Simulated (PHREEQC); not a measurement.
Dissolve 26 mmol/kgw ZnCl2, 1.1 mmol/kgw NaCl and 0.031 mmol/kgw FeSO4 at 25 °C. Closed to the air; pH follows from the charge balance.

Model: ion-association model, phreeqc.dat, run in PHREEQC.

| Item | Value |
|---|---|
| pH | 5.32 |
| ionic strength | 0.0762 mol/kgw |
| specific conductance | 5290 µS/cm |
| density | 1.000 g/cm³ |

| species | molality | activity | log γ |
|---|---|---|---|
| Cl- | 0.0516 | 0.0406 | -0.105 |
| Zn+2 | 0.0245 | 0.0100 | -0.388 |
| ZnCl+ | 0.00139 | 0.00110 | -0.103 |
| Na+ | 0.00110 | 0.000881 | -0.097 |
| ZnCl2 | 4.58e-5 | 4.66e-5 | 0.008 |
| Fe+2 | 3.01e-5 | 1.30e-5 | -0.365 |
| SO4-2 | 1.59e-5 | 6.48e-6 | -0.391 |
| ZnSO4 | 1.50e-5 | 1.53e-5 | 0.008 |
| H+ | 5.69e-6 | 4.76e-6 | -0.078 |
| ZnOH+ | 2.90e-6 | 2.31e-6 | -0.099 |
| ZnOHCl | 2.78e-6 | 2.83e-6 | 0.008 |
| ZnCl3- | 2.69e-6 | 2.12e-6 | -0.103 |
| FeCl+ | 9.12e-7 | 7.27e-7 | -0.099 |
| ZnCl4-2 | 1.05e-7 | 4.31e-8 | -0.388 |
| NaSO4- | 3.56e-8 | 2.86e-8 | -0.095 |

No solid was allowed to form.
